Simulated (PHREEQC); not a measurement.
PHREEQC input (Pitzer model, pitzer.dat):

```
SOLUTION 1
  temp 25
  units mol/kgw
  pH 7 charge
  C(4) 0.81
  K 0.7
  Na 0.46
END
SELECTED_OUTPUT 1
  -reset false
  -pH true
  -pe true
  -ionic_strength true
  -water true
  -totals C K Na
  -molalities H+ Na+ K+ CO3-2 OH- HCO3- CO2
  -saturation_indices Kalicinite Nahcolite Natron Trona
USER_PUNCH 1
  -headings p_CO2(g) phi_CO2(g) p_H2O(g) phi_H2O(g) density
  10 PUNCH PR_P("CO2(g)"), PR_PHI("CO2(g)"), PR_P("H2O(g)"), PR_PHI("H2O(g)"), RHO
PRINT
  -reset false
USE solution 1
REACTION_TEMPERATURE 1
  20
GAS_PHASE 1
  -fixed_pressure
  -pressure 30
  -temperature 20
  -volume 20
  CO2(g) 30
  H2O(g) 0
END
# ... the last block is repeated for the other 7 points of T (°C)
```

Selected output (columns that matter, 8 of 8 rows; T (°C) added in front):

```
T (°C)	pH	mu	C	K	Na	si_Kalicinite	si_Nahcolite	si_Natron	si_Trona	p_CO2(g)	phi_CO2(g)	p_H2O(g)	phi_H2O(g)	density
20	6.188	1.1685	1.9825	0.70484	0.46318	-0.9996	-0.388	-4.7453	-5.2468	29.969	0.83151	0.031445	0.71728	1.0733
30	6.2404	1.1692	1.8102	0.7051	0.46335	-0.9104	-0.3221	-4.6361	-5.0802	29.945	0.84794	0.055123	0.74122	1.0682
40	6.3003	1.1701	1.6897	0.70549	0.46361	-0.8415	-0.2751	-4.54	-4.9418	29.907	0.86246	0.093025	0.76228	1.063
50	6.3661	1.1713	1.6039	0.70608	0.464	-0.791	-0.2454	-4.4565	-4.8313	29.848	0.87537	0.15164	0.78087	1.0575
60	6.4365	1.1731	1.5418	0.70693	0.46455	-0.7569	-0.2317	-4.3852	-4.7474	29.761	0.8869	0.2395	0.79731	1.0519
70	6.5107	1.1755	1.4962	0.70812	0.46534	-0.7378	-0.2325	-4.3253	-4.6884	29.633	0.89723	0.36747	0.81181	1.0459
80	6.588	1.1787	1.4625	0.70977	0.46642	-0.732	-0.2465	-4.2759	-4.6525	29.451	0.90651	0.54908	0.82456	1.0396
90	6.6682	1.1829	1.4378	0.71202	0.4679	-0.7383	-0.2725	-4.2359	-4.6375	29.199	0.9149	0.80071	0.8357	1.033
```

In brines, pH and single-ion activities rest on the MacInnes convention. Constants without temperature data keep their 25 °C values here.
